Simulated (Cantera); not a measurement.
Chemical vapour transport: Fe3O4 + H2O + H2

Charge: 1 mol Fe3O4, 0.037 mol H2O, 0.29 mol H2, at 1050 K and 26000 Pa.

Equilibrium computed with Cantera from the NASA thermochemical tables; the gas is ideal and each condensed phase is pure. Candidate condensed phases: Fe, FeO, Fe(OH)2, Fe(OH)3, Fe2O3, Fe3O4, H2O; 12 gas species. Mutual solubility and eutectic melting of coexisting phases are not modelled. The tables' stoichiometric FeO is somewhat more stable than real wüstite, so its field is too wide. FeO: taken at fixed stoichiometry. Rates play no part.

| Property | Result |
|---|---|
| x(H2O) | 0.938 |
| x(H2) | 0.0618 |
| n(FeO(s)) | 0.809 mol |
| n(Fe3O4(s)) | 0.730 mol |
| gas amount | 0.3270 mol |
| log10 activity of Fe(α) (absent) | -1.88 |
| log10 activity of Fe(OH)2(s) (absent) | -5.56 |
| log10 activity of Fe(OH)3(s) (absent) | -10.03 |
